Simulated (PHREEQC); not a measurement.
Make-up at 25 °C: 2.1 mmol/kgw CdCl2, 0.52 mmol/kgw KCl and 0.082 mmol/kgw HCl. Closed to the air; pH follows from the charge balance.

Equilibrium calculation in PHREEQC: ion-association model, phreeqc.dat.

```json
[
 {"quantity": "pH", "before": "4.12", "after": "3.42"},
 {"quantity": "ionic strength (mol/kgw)", "before": "0.00592", "after": "0.00620"},
 {"quantity": "Cl- (mol/kgw)", "before": "0.00431", "after": "0.00461"},
 {"quantity": "SI of Sylvite (KCl)", "before": "-6.62", "after": "-6.59"}
]
```

Problem. What was changed between the two runs?
A) CdCl2 left out
B) CdCl2 from 0.0021 to 0.0042 mol/kgw
C) diluted 10-fold with water
D) HCl from 8.2e-05 to 0.00041 mol/kgw
E) temperature from 25 to 15 °C

Solution. D, HCl from 8.2e-05 to 0.00041 mol/kgw

This is a speciation only: nothing precipitates in the calculation.
